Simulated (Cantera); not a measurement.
An isothermal, constant-pressure homogeneous reactor starts with 28.9 % H2, 26.3 % O2, 44.7 % N2, at 875 K and 0.109 atm.

Detailed kinetics in Cantera: GRI-Mech 3.0 (53 species, 325 reactions). Radical loss at walls, strong at low pressure, is not modelled. Below about 950 K walls govern HO2 and H2O2 in real vessels. The temperature is held fixed by assumption; the heat of reaction is taken as removed at once.

x: mole fraction; the columns are a selection and need not sum to one.

| t (s) | x H2 | x O2 | x O | x NO2 | x NO | x H2O |
|---|---|---|---|---|---|---|
| 6.00e-5 | 0.289 | 0.263 | <1e-12 | <1e-12 | <1e-12 | 1.83e-12 |
| 0.000168 | 0.289 | 0.263 | 3.73e-12 | <1e-12 | <1e-12 | 2.20e-11 |
| 0.000471 | 0.289 | 0.263 | 4.26e-11 | <1e-12 | <1e-12 | 4.70e-10 |
| 0.00132 | 0.289 | 0.263 | … | <1e-12 | <1e-12 | … |
| 0.00369 | 0.0912 | 0.178 | 0.00154 | 2.23e-11 | 1.41e-7 | 0.222 |
| 0.0103 | 0.0253 | 0.149 | 3.11e-5 | 4.29e-9 | 1.63e-7 | 0.309 |
| 0.0290 | 0.0223 | 0.148 | 6.57e-7 | 7.02e-8 | 9.69e-8 | 0.312 |
| 0.0812 | 0.0222 | 0.148 | 1.40e-7 | 1.26e-7 | 4.15e-8 | 0.312 |
| 0.227 | 0.0218 | 0.148 | 2.18e-7 | 1.16e-7 | 5.16e-8 | 0.313 |
| 0.637 | 0.0198 | 0.147 | 3.22e-7 | 1.07e-7 | 6.05e-8 | 0.315 |
| 1.78 | 0.0141 | 0.144 | 3.07e-7 | 1.13e-7 | 5.49e-8 | 0.322 |
| 5.00 | … | 0.141 | … | … | … | 0.332 |

Q: Complete the blanks.

A: 
- 0.00132, x O: 1.33e-8
- 0.00132, x H2O: 1.71e-7
- 5.00, x H2: 0.00582
- 5.00, x O: 2.13e-7
- 5.00, x NO2: 1.30e-7
- 5.00, x NO: 3.84e-8
